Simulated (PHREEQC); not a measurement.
## Sulfide liquor: speciation

A solution holds 0.0026 mol/kgw NH4HS and 0.00061 mol/kgw FeCl2, at 90 °C. Closed to the air; pH follows from the charge balance.

The numbers come from PHREEQC with the ion-association model, phreeqc.dat.

Each row changes one thing in this solution. Precipitation was switched off in this run.

| case | pH | ionic strength (mol/kgw) | NH4+ (mol/kgw) | HS- (mol/kgw) | Fe(HS)2 (mol/kgw) | H2S (mol/kgw) |
|---|---|---|---|---|---|---|
| as made | 6.88 | 0.00222 | 0.00222 | 0.000940 | 0.000552 | 0.000386 |
| NH4HS from 0.0026 to 0.00052 mol/kgw | ___ | 0.00162 | 0.000493 | 3.02e-5 | 0.000224 | 4.03e-5 |
| diluted 100-fold with water | 6.88 | 3.62e-5 | 2.21e-5 | 1.66e-5 | 1.05e-6 | 7.33e-6 |
| FeCl2 from 0.00061 to 0.0061 mol/kgw | 5.93 | 0.0169 | 0.00256 | 2.63e-5 | 0.00124 | 8.87e-5 |
| diluted 5-fold with water | 6.89 | 0.000452 | 0.000440 | 0.000199 | 0.000115 | 8.31e-5 |
| 0.0002 mol/kgw NaOH added | 7.02 | 0.00230 | 0.00210 | 0.00102 | 0.000548 | 0.000303 |
| NH4HS from 0.0026 to 0.0039 mol/kgw | ___ | 0.00325 | 0.00325 | 0.00192 | 0.000504 | 0.000657 |

**Question.** Fill in the missing entries.

**Answer.** 
- NH4HS from 0.0026 to 0.00052 mol/kgw, pH: 6.38
- NH4HS from 0.0026 to 0.0039 mol/kgw, pH: 6.96

At this temperature some constants are extrapolated from 25 °C, and those without enthalpy data are left unchanged.
